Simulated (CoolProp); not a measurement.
Vapour-liquid equilibrium of R134a (1) + dimethyl ether (2) at 277.7 K; x and y are mole fractions of (1).

The numbers come from the multi-fluid Helmholtz-energy mixture model, Tillner-Roth 1994 and Wu 2011; pair parameters Bell 2016 in CoolProp.

Problem. Give the bubble pressure and the first vapour's composition at x = 0.2, 0.65, 0.8. Is there an azeotrope?

Solution. x = 0.2: 0.3019 MPa, y = 0.188; x = 0.65: 0.3135 MPa, y = 0.692; x = 0.8: 0.3254 MPa, y = 0.836. y crosses x between x = 0.2 and 0.35: the model has an azeotrope there.

Pair parameters are fitted to limited data, so mixtures are less certain than the pure fluids.
